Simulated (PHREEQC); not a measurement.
A column of 1 m (30 cells, dispersivity 0.08 m, 3600 s a shift, diffusion coefficient 3e-10 m²/s) holds 0.0031 eq of the database's cation exchanger X per kg of pore water, first in equilibrium with 1.3 mmol/kgw KCl, 1.9 mmol/kgw SrCl2, 0.37 mmol/kgw NaCl and 0.01 mmol/kgw HCl. It is flushed with 0.0016 mol LiCl and 1e-05 mol HCl per kg of water, at 40 °C. Values are for the last cell. No CO2 enters from the air. Nothing may precipitate in this run.

Computed with PHREEQC (ion-association model, phreeqc.dat).

| pore volumes | Li in solution (mol/kgw) | Na in solution (mol/kgw) | K in solution (mol/kgw) |
|---|---|---|---|
| 0 | 0 | 0.000370 | 0.00130 |
| 0.2167 | 1.05e-8 | 0.000370 | 0.00130 |
| 0.4167 | 2.14e-5 | 0.000365 | 0.00128 |
| 0.8167 | 0.000536 | 0.000238 | 0.000889 |
| 1.017 | 0.000862 | 0.000157 | ___ |
| 1.217 | 0.00110 | 9.58e-5 | 0.000404 |
| 1.417 | 0.00125 | 5.61e-5 | 0.000258 |
| 1.617 | 0.00134 | ___ | 0.000166 |
| 2.017 | 0.00143 | 1.04e-5 | ___ |
| 2.217 | 0.00145 | 5.94e-6 | 5.06e-5 |
| 2.417 | 0.00147 | ___ | 3.56e-5 |
| 2.617 | 0.00149 | 1.96e-6 | ___ |
| 2.817 | 0.00150 | 1.13e-6 | 1.84e-5 |
| 3.217 | 0.00152 | 3.82e-7 | 9.83e-6 |
| 3.417 | ___ | 2.23e-7 | 7.25e-6 |
| 3.617 | 0.00154 | 1.30e-7 | 5.38e-6 |
| 3.817 | 0.00154 | 7.64e-8 | 4.00e-6 |
| 4.017 | 0.00155 | 4.50e-8 | 2.99e-6 |
| 4.417 | 0.00155 | 1.57e-8 | 1.69e-6 |
| 4.617 | 0.00156 | 9.29e-9 | ___ |
| 4.817 | 0.00156 | 5.52e-9 | 9.68e-7 |
| 5.017 | 0.00156 | 3.29e-9 | 7.36e-7 |
| 5.217 | 0.00156 | 1.96e-9 | 5.61e-7 |
| 5.617 | 0.00156 | 7.05e-10 | ___ |
| 5.817 | 0.00157 | 4.23e-10 | 2.52e-7 |
| 6.017 | 0.00157 | 2.55e-10 | 1.94e-7 |

### Question
Some entries are withheld; supply them.

### Answer

- 1.017, K in solution (mol/kgw): 0.000617
- 1.617, Na in solution (mol/kgw): 3.21e-5
- 2.017, K in solution (mol/kgw): 7.33e-5
- 2.417, Na in solution (mol/kgw): 3.41e-6
- 2.617, K in solution (mol/kgw): 2.54e-5
- 3.417, Li in solution (mol/kgw): 0.00153
- 4.617, K in solution (mol/kgw): 1.28e-6
- 5.617, K in solution (mol/kgw): 3.28e-7

At this temperature some constants are extrapolated from 25 °C, and those without enthalpy data are left unchanged.
